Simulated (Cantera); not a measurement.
Pyrogenic steam for wet oxidation

An isothermal, constant-pressure homogeneous reactor starts with 24.2 % H2, 30.3 % O2, 45.5 % N2, equivalence ratio 0.40, at 1325 K and 15000 Pa.

Computed with Cantera and the H2/O2 subset of GRI-Mech 3.0, which has no nitrogen chemistry. The temperature is held fixed by assumption; the heat of reaction is taken as removed at once.

| t (s) | x H2 | x O2 | x H2O2 | x O | x HO2 | x H2O |
|---|---|---|---|---|---|---|
| 4.00e-5 | 0.242 | 0.303 | 3.48e-9 | 3.51e-6 | 4.20e-7 | 1.56e-5 |
| 0.000111 | 0.0709 | 0.220 | 2.18e-6 | 0.0308 | 2.54e-5 | 0.124 |
| 0.000306 | 0.0157 | 0.198 | 2.41e-6 | 0.0259 | 3.08e-5 | 0.219 |
| 0.000846 | 0.00375 | 0.204 | 2.12e-6 | 0.00519 | 2.76e-5 | 0.265 |
| 0.00234 | 0.000380 | 0.206 | 7.53e-7 | 0.000503 | 9.37e-6 | 0.274 |
| 0.00647 | 4.63e-5 | 0.207 | 2.21e-7 | 6.41e-5 | 1.77e-6 | 0.275 |
| 0.0179 | 8.72e-6 | 0.207 | 7.02e-8 | 1.28e-5 | 4.03e-7 | 0.276 |
| 0.0495 | 2.22e-6 | 0.207 | 2.41e-8 | 3.41e-6 | 1.22e-7 | 0.276 |
| 0.137 | 6.94e-7 | 0.207 | 9.02e-9 | 1.09e-6 | 5.73e-8 | 0.276 |
| 0.378 | 2.90e-7 | 0.207 | 4.23e-9 | 4.54e-7 | 4.75e-8 | 0.276 |
| 1.05 | 2.14e-7 | 0.207 | 3.25e-9 | 3.30e-7 | 4.82e-8 | 0.276 |
| 2.89 | 2.11e-7 | 0.207 | 3.22e-9 | 3.26e-7 | 4.83e-8 | 0.276 |
| 8.00 | 2.11e-7 | 0.207 | 3.22e-9 | 3.26e-7 | 4.83e-8 | 0.276 |
x: mole fraction; the columns are a selection and need not sum to one.

Equilibrium at this temperature and pressure: H2 2.11e-7, O2 0.207, H2O2 3.22e-9, O 3.26e-7, HO2 4.83e-8, H2O 0.276 (gas phase only).
